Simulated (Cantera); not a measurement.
**Thermodynamics of chlorosilane synthesis and conversion, feed SiCl4 + Cl2 + H2 + HCl**

Feed: 1 mol SiCl4, 0.81 mol Cl2, a varied amount of H2, 4.1 mol HCl, held at 1423.15 K and 1 atm.

Equilibrium computed with Cantera from the NASA thermochemical tables; the gas is ideal and each condensed phase is pure. Candidate condensed phases: Si; 19 gas species. The tables' values for SiCl3 are old estimates; treat these amounts as uncertain. The numbers say what is thermodynamically allowed, not how fast it happens.

```tsv
n(H2) (mol)	x HCl	x H2	x SiCl4	x Cl2	x SiCl3
0.71	0.832	1.36e-6	0.151	0.0132	1.27e-5
2.5	0.686	0.195	0.111	6.25e-8	0.00428
4.4	0.565	0.339	0.0860	2.44e-8	0.00530
6.2	0.484	0.433	0.0698	1.40e-8	0.00567
8.1	0.422	0.507	0.0575	9.10e-9	0.00580
9.9	0.377	0.560	0.0487	6.56e-9	0.00578
12	0.335	0.609	0.0408	4.78e-9	0.00568
14	0.304	0.646	0.0350	3.70e-9	0.00553
15	0.291	0.662	0.0325	3.30e-9	0.00545
```
x: gas mole fraction; nothing condenses.

From 0.71 mol H2 to 15 mol H2 nothing is condensed. The main Si-bearing gas is SiCl4 throughout.
